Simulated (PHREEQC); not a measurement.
# Spent oxide etchant (model solution)

Solution (25 °C): 0.0057 mol NH4HF2, 0.001 mol (NH4)2SiF6 and 0.0057 mol H2SO4 per kg of water. Closed to the air; pH follows from the charge balance.

The numbers come from PHREEQC with the ion-association model, phreeqc.dat.

This is a speciation only: nothing precipitates in the calculation.

Predict the pH, ionic strength.

pH 2.29; ionic strength 0.0184 mol/kgw.

In which forms is F present?

HF 57 %, SiF6-2 34 %, F- 8.4 %, HF2- 0.6 % of the F.

SiF6-2 is the database's only silicon fluoride.
